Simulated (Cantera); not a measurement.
A closed system holds: 1 mol B₂O₃, a varied amount of HF, at 1577 °C and 0.00900 Torr.

Cantera equilibrium calculation (NASA polynomials, part measured and part estimated; ideal gas, pure solids and liquids). Candidate condensed phases: B, B₂O₃, B₃O₃H₃, H₂O; 43 gas species. Rates play no part.

**Question.** At 23 mol HF, list the 6 most abundant gas species with their mole fractions, and the condensed phases.

**Answer.** HF 0.860, BOF 0.0808, H₂O 0.0234, H 0.0141, H₂ 0.00822, O₂ 0.00485. Condensed: gas only.
